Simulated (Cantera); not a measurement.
Charge: 1 mol ZrO2, 53 mol H2, equilibrated at 1300 °C and 1.00 Torr.

Equilibrium computed with Cantera from the NASA thermochemical tables; the gas is ideal and each condensed phase is pure. Candidate condensed phases: H2O, Zr, ZrO2; 12 gas species. The numbers say what is thermodynamically allowed, not how fast it happens.

What is the equilibrium state?


```json
{
  "x(H2)": "0.999",
  "x(H)": "0.00111",
  "n(ZrO2(tetragonal))": "1.00 mol",
  "gas_amount": "53.03 mol"
}
```
